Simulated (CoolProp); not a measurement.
A simple Rankine cycle with R134a: condensing at 304.15 K, boiler at 2.41 MPa, turbine inlet 353.9 K, turbine efficiency 0.6, pump efficiency 0.6, no recuperator. Each further row changes one setting.

Values from CoolProp's reference Helmholtz-energy equation of state, Tillner-Roth 1994.

```tsv
case	thermal efficiency (%)	net work (kJ/kg)	heat in (kJ/kg)	turbine exit temperature (K)	volume ratio over the turbine
as stated	5.8	11.0	192	312.3	3.48
turbine inlet 373.9 K	6.0	13.3	220	337.6	3.28
condensing temperature 296.15 K	6.8	13.8	203	305.9	4.43
boiler pressure 1.69 MPa	4.4	9.14	208	330.2	2.23
turbine efficiency 0.5	4.6	8.82	192	314.5	3.52
```
